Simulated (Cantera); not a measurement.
Source: NASA polynomial tables (part measured, part estimated), evaluated in Cantera. Values are per mole of reaction as written; species without (g) are pure solids or liquids, kept so even where they would boil at 1 bar.

Between 373 and 673 K, where is each reaction favourable under standard conditions?
- CS₂(g) + Fe + 3 CH₄(g) → 4 CH₃(g) + FeS₂


- CS₂(g) + Fe + 3 CH₄(g) → 4 CH₃(g) + FeS₂: ΔG° is 521 kJ at 373 K and 514 kJ at 673 K; it stays positive (K < 1). ΔH° is 534 kJ and ΔS° 30 J/K at 673 K.
